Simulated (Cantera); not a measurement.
Charge: 1 mol Si2Cl6, 2 mol NH3, 40 mol N2, held at 1073.15 K and 0.00133 bar.

Cantera equilibrium calculation (NASA polynomials, part measured and part estimated; ideal gas, pure solids and liquids). Candidate condensed phases: NH4Cl, Si, Si3N4; 28 gas species. The feed counts by its element totals alone. The tables' values for SiCl3 are old estimates; treat these amounts as uncertain. The numbers say what is thermodynamically allowed, not how fast it happens.

Base state: N2 0.877, HCl 0.0974, H2 0.0172, SiCl4 0.00843, SiCl3 0.000159, SiCl2 4.79e-5, SiHCl3 1.82e-5 (mole fractions); condensed: Si3N4(s).

### Question
What changes in the equilibrium state with this change: Si2Cl6 replaced by SiH2Cl2?

### Answer
```
species          before    after
-------------  --------  -------
N2                0.877    0.890
H2               0.0172   0.0662
HCl              0.0974   0.0440
SiCl4           0.00843  2.33e-5
SiCl3          0.000159  1.91e-6
SiHCl3          1.82e-5  4.31e-7
SiCl2           4.79e-5  2.51e-6
Si3N4(s), mol     0.535    0.333
```

### Question
What changes in the equilibrium state with this change: NH3 from 2 to 0.36 mol?

### Answer
```
species          before     after
-------------  --------  --------
N2                0.877     0.945
SiCl4           0.00843    0.0292
HCl              0.0974    0.0246
H2               0.0172  0.000572
SiCl3          0.000159  0.000399
SiHCl3          1.82e-5   8.34e-6
SiCl2           4.79e-5   8.71e-5
Si3N4(s), mol     0.535     0.251
```

### Question
What changes in the equilibrium state with this change: N2 from 40 to 7.4 mol?

### Answer
```json
[
 {"species": "N2", "before": "0.877", "after": "0.576"},
 {"species": "HCl", "before": "0.0974", "after": "0.298"},
 {"species": "H2", "before": "0.0172", "after": "0.0836"},
 {"species": "SiCl4", "before": "0.00843", "after": "0.0412"},
 {"species": "SiHCl3", "before": "1.82e-5", "after": "0.000142"},
 {"species": "SiCl3", "before": "0.000159", "after": "0.000561"},
 {"species": "SiCl2", "before": "4.79e-5", "after": "0.000122"},
 {"species": "Si3N4(s), mol", "before": "0.535", "after": "0.486"}
]
```
